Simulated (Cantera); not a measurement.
# Equilibrium for thermal oxidation and active oxidation of silicon: Si + O2 + H2

Feed: 1 mol Si, 0.0012 mol O2, 1.2 mol H2, held at 3.60 bar.

Method: chemical equilibrium by Gibbs-energy minimisation in Cantera with the NASA 1993 tables (ideal gas, pure condensed phases). Candidate condensed phases: H2O, Si, SiO2; 18 gas species. Mutual solubility and eutectic melting of coexisting phases are not modelled. The tables hold silica as quartz up to 1696 K and as liquid above; real silica turns to tridymite and cristobalite and melts near 1996 K. Gases not in the tables: Si2H6 and higher silanes. Rates play no part.

```
T (K)  log p H2  log p SiO  log p H  log p SiH2  log p H2O  log p SiH  n Si(s)  n SiO2(β-quartz)  n Si(l)
-----  --------  ---------  -------  ----------  ---------  ---------  -------  ----------------  -------
1550       0.56      -2.90    -4.22       -5.00      -4.70      -6.78    0.999          0.000988        0
1600       0.56      -2.55    -3.99       -4.74      -4.49      -6.39    0.998          0.000720        0
1650       0.56      -2.21    -3.76       -4.51      -4.29      -6.03    0.998          0.000163        0
1700       0.56      -2.15    -3.55       -4.29      -4.35      -5.70        0                 0    0.998
1750       0.56      -2.15    -3.36       -4.13      -4.43      -5.42        0                 0    0.998
1800       0.56      -2.15    -3.17       -3.97      -4.50      -5.16        0                 0    0.998
1850       0.56      -2.15    -2.99       -3.82      -4.57      -4.92        0                 0    0.998
1900       0.56      -2.15    -2.82       -3.68      -4.63      -4.68        0                 0    0.998
```
log p: log10 of the partial pressure in bar; n: condensed amount in mol.

From 1550 K to 1650 K the condensed part is Si(s) + SiO2(β-quartz). From 1700 K to 1900 K the condensed part is Si(l). The main Si-bearing gas is SiO throughout.
